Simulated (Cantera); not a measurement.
Input: 1 mol Fe, 2.5 mol SO2, 28 mol CO, equilibrated at 1898 K and 42.0 Pa.

These are equilibrium values from Cantera (NASA tables, ideal gas, pure condensed phases), not measurements of a reactor. Candidate condensed phases: C, Fe, Fe(CO)5, FeO, FeS, FeSO4, FeS2, Fe2O3, Fe2(SO4)3, Fe3O4, S; 25 gas species. The numbers say what is thermodynamically allowed, not how fast it happens.

Base state: CO 0.812, CO2 0.0874, Fe 0.0319, SO2 0.0246, SO 0.0238, S2 0.0118, S 0.00833, FeO 0.000222 (mole fractions); condensed: gas only.

Q: What changes in the equilibrium state with this change: temperature from 1898 K to 1973.15 K?

A: 
```json
[
 {"species": "CO", "before": "0.812", "after": "0.816"},
 {"species": "CO2", "before": "0.0874", "after": "0.0797"},
 {"species": "Fe", "before": "0.0319", "after": "0.0317"},
 {"species": "SO", "before": "0.0238", "after": "0.0287"},
 {"species": "S2", "before": "0.0118", "after": "0.00727"},
 {"species": "S", "before": "0.00833", "after": "0.0111"},
 {"species": "SO2", "before": "0.0246", "after": "0.0255"},
 {"species": "O", "before": "4.05e-5", "after": "0.000133"},
 {"species": "O2", "before": "7.99e-6", "after": "2.52e-5"},
 {"species": "COS", "before": "5.09e-5", "after": "3.27e-5"}
]
```

Q: What changes in the equilibrium state with this change: temperature from 1898 K to 925 K?

A: 
```json
[
 {"species": "CO", "before": "0.812", "after": "0.787"},
 {"species": "CO2", "before": "0.0874", "after": "0.176"},
 {"species": "COS", "before": "5.09e-5", "after": "0.0207"},
 {"species": "Fe", "before": "0.0319", "after": "<1e-9"},
 {"species": "SO", "before": "0.0238", "after": "2.12e-8"},
 {"species": "SO2", "before": "0.0246", "after": "1.83e-7"},
 {"species": "S2", "before": "0.0118", "after": "0.0154"},
 {"species": "S", "before": "0.00833", "after": "5.11e-9"},
 {"species": "FeO", "before": "0.000222", "after": "<1e-9"},
 {"species": "CS2", "before": "6.96e-9", "after": "0.000583"},
 {"species": "FeS(s), mol", "before": "0", "after": "1.00"}
]
```
FeS: taken at fixed stoichiometry. Gases not in the tables: S3 to S7.
